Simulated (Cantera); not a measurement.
Cantera run, input and output.

```python
import numpy as np
import cantera as ct

gas = ct.Solution("gri30.yaml")
gas.TPX = 1248, 17000, {'N2O': 1, 'H2': 0.014, 'N2': 1.1}
reactor = ct.IdealGasConstPressureReactor(gas, energy="off", clone=False)
net = ct.ReactorNet([reactor])
net.rtol, net.atol = 1e-08, 1e-18
show = ['N2O', 'H2', 'H', 'H2O', 'HO2']
times = np.geomspace(2e-06, 10, 10)

steps = ct.SolutionArray(gas, extra=["t"])
rows = []
print(f"{'t/s':>10s}{'T/K':>9s}{'P/Pa':>11s}" + "".join(f"{s:>11s}" for s in show))
for t in times:
    while net.time < t:
        t_next = net.step()
        steps.append(gas.state, t=t_next)
    rows.append([np.interp(t, steps.t, y) for y in (steps.T, steps.P, *steps(*show).X.T)])
    print(f"{t:10.3e}{rows[-1][0]:9.1f}{rows[-1][1]:11.4g}" + "".join(f"{x:11.3e}" for x in rows[-1][2:]))
rate = np.gradient(steps.T, steps.t)
print("integrator steps:", len(steps.t))
if steps.T.max() > steps.T[0] + 200:
    print(f"time of steepest temperature rise: {steps.t[rate.argmax()]:.4e} s")
gas.TPX = 1248, 17000, {'N2O': 1, 'H2': 0.014, 'N2': 1.1}
gas.equilibrate("TP")
print(f"equilibrium (TP): T = {gas.T:.1f} K  " + "  ".join(f"{s} {gas[s].X[0]:.3e}" for s in show))
```

Output:

```
       t/s      T/K       P/Pa        N2O         H2          H        H2O        HO2
 2.000e-06   1248.0    1.7e+04  4.730e-01  6.623e-03  8.324e-10  1.780e-11  2.033e-13
 1.110e-05   1248.0    1.7e+04  4.730e-01  6.622e-03  1.800e-08  3.364e-09  3.843e-11
 6.162e-05   1248.0    1.7e+04  4.730e-01  6.621e-03  2.253e-07  5.404e-07  6.160e-09
 3.420e-04   1248.0    1.7e+04  4.730e-01  6.580e-03  1.632e-06  3.707e-05  4.000e-07
 1.898e-03   1248.0    1.7e+04  4.719e-01  5.711e-03  4.762e-06  8.850e-04  3.888e-06
 1.054e-02   1248.0    1.7e+04  4.666e-01  1.750e-03  1.431e-06  4.845e-03  4.040e-06
 5.848e-02   1248.0    1.7e+04  4.578e-01  5.138e-05  2.391e-08  6.540e-03  1.232e-06
 3.246e-01   1248.0    1.7e+04  4.211e-01  2.934e-08  5.347e-09  6.494e-03  3.478e-07
 1.802e+00   1248.0    1.7e+04  2.715e-01  2.835e-08  6.304e-09  6.092e-03  6.531e-08
 1.000e+01   1248.0    1.7e+04  3.693e-02  2.413e-08  4.581e-09  5.464e-03  8.923e-09
integrator steps: 1892
equilibrium (TP): T = 1248.0 K  N2O 7.617e-09  H2 1.001e-09  H 3.607e-11  H2O 5.369e-03  HO2 3.080e-09
```

Computed with Cantera and GRI-Mech 3.0 (53 species, 325 reactions). GRI-Mech 3.0 was tuned for natural gas; its chemistry of N2O as a main component is partial and can be far from experiment. The mechanism lacks the step 2 NO + O2 → 2 NO2, which can matter for NO2 below about 1400 K. The temperature is held fixed by assumption; the heat of reaction is taken as removed at once.
